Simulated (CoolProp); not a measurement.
Properties of ethanol along the isobar 0.85 MPa.

Computed with CoolProp (reference Helmholtz-energy equation of state, Schroeder 2014).

| T (K) | phase | Z | speed of sound (m/s) | Joule-Thomson coefficient (K/MPa) | expansivity (1/kK) |
|---|---|---|---|---|---|
| 195.6 | liquid | (withheld) | 1550 | -0.4688 | 1.036 |
| 223 | liquid | 0.02486 | 1434 | -0.4522 | 1.021 |
| 250.3 | liquid | 0.02277 | 1320 | -0.4231 | 1.025 |
| 277.7 | liquid | 0.02112 | 1217 | -0.3858 | 1.051 |
| 305 | liquid | 0.01980 | 1124 | -0.3411 | 1.108 |
| 332.4 | liquid | 0.01875 | 1035 | -0.2883 | 1.217 |
| 359.7 | liquid | 0.01796 | 945.4 | -0.2254 | 1.402 |
| 387 | liquid | 0.01741 | 846.6 | -0.1442 | 1.714 |
| 414.4 | liquid | 0.01715 | 731.5 | (withheld) | 2.246 |
| 441.7 | gas | 0.9065 | 277.5 | 21.16 | 3.550 |
| 469.1 | gas | (withheld) | 290.7 | 15.85 | 2.950 |
| 496.4 | gas | (withheld) | 302.1 | 12.11 | 2.565 |
| 523.8 | gas | 0.9618 | 312.4 | 9.393 | (withheld) |

Complete the blanks.


- 195.6, Z: 0.02755
- 414.4, Joule-Thomson coefficient (K/MPa): -0.02811
- 469.1, Z: 0.9324
- 496.4, Z: 0.9497
- 523.8, expansivity (1/kK): 2.293
